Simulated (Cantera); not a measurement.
A freely propagating, adiabatic, planar premixed flame of 41.5 % H2, 9.88 % O2, 48.6 % N2, equivalence ratio 2.1, unburnt at 423 K and 0.336 atm; unity-Lewis-number transport, grid criteria slope 0.08 and curve 0.16, no radiation.

Cantera simulation using the H2/O2 subset of GRI-Mech 3.0, which has no nitrogen chemistry; the numbers are that mechanism's predictions, not measurements. Unity Lewis numbers drop preferential diffusion, which matters most where H2 and H carry the flame. Burning velocities carry a grid error of a few per cent, more on coarse grids.

Question: Predict: laminar burning velocity; thermal thickness; peak x(O); peak x(OH); peak x(H2O2).

Answer: 
| Property | Value |
|---|---|
| laminar burning velocity | 210 cm/s |
| thermal thickness | 1.48 mm |
| peak x(O) | 0.00181 |
| peak x(OH) | 0.00209 |
| peak x(H2O2) | 7.44e-6 |
